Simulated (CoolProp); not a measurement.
Vapour-liquid equilibrium of hydrogen chloride (1) + propane (2) at 0.089 MPa; x and y are mole fractions of (1).

Computed with CoolProp (multi-fluid Helmholtz-energy mixture model, Thol 2018 and Lemmon 2009; pair parameters Bell 2016).

```
x      bubble temperature, mixture model (K)  bubble temperature, Raoult's law (K)  y, mixture model  y, Raoult's law
-----  -------------------------------------  ------------------------------------  ----------------  ---------------
0.05                                   213.0                                 222.1             0.537            0.284
0.125                                  200.7                                 215.1             0.783            0.534
0.2                                    194.6                                 209.9             0.860            0.679
0.275                                  191.4                                 205.7             0.893            0.770
0.35                                   189.6                                 202.2             0.909            0.832
0.425                                  188.7                                 199.3             0.917            0.875
0.5                                    188.2                                 196.8             0.921            0.907
0.575                                  188.0                                 194.6             0.924            0.931
0.65                                   187.8                                 192.7             0.927            0.950
0.725                                  187.5                                 191.0             0.931            0.965
0.8                                    187.2                                 189.4             0.938            0.977
0.875                                  186.8                                 188.0             0.950            0.987
0.95                                   186.2                                 186.7             0.974            0.995
```

The largest gap from Raoult's law is -15.3 K in bubble temperature, at x = 0.2. No azeotrope shows between x = 0.05 and 0.95.

Pair parameters are fitted to limited data, so mixtures are less certain than the pure fluids. With so large a gap from Raoult's law the liquid may split in two, which this calculation doesn't test in full.
